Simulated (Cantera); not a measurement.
Thermodynamics of silicon etching in halogen gases, feed Si + HBr

Charge: 1 mol Si, 6.1 mol HBr, held at 0.133 bar.

Equilibrium computed with Cantera from the NASA thermochemical tables; the gas is ideal and each condensed phase is pure. Candidate condensed phases: Br2, Si; 19 gas species. The tables' values for SiBr3 are old estimates; treat these amounts as uncertain. Equilibrium is a limit: real reactors are often held back by kinetics, nucleation or transport.

```tsv
T (K)	x HBr	x H2	x SiBr4	x SiHBr3	x SiBr3
498	0.412	0.392	0.196	1.31e-7	<1e-12
548	0.412	0.392	0.196	6.55e-7	2.93e-12
598	0.412	0.392	0.196	2.47e-6	7.27e-11
648	0.412	0.392	0.196	7.56e-6	1.09e-9
698	0.412	0.392	0.196	1.95e-5	1.10e-8
748	0.412	0.392	0.196	4.43e-5	8.14e-8
798	0.412	0.392	0.196	9.03e-5	4.66e-7
848	0.412	0.392	0.196	0.000169	2.16e-6
898	0.412	0.392	0.196	0.000293	8.42e-6
948	0.412	0.392	0.196	0.000479	2.83e-5
998	0.413	0.391	0.195	0.000744	8.41e-5
1048	0.413	0.391	0.195	0.00110	0.000224
1098	0.414	0.390	0.194	0.00157	0.000542
1148	0.416	0.388	0.192	0.00214	0.00120
```
x: gas mole fraction; nothing condenses.

From 498 K to 1148 K nothing is condensed. The main Si-bearing gas is SiBr4 throughout.
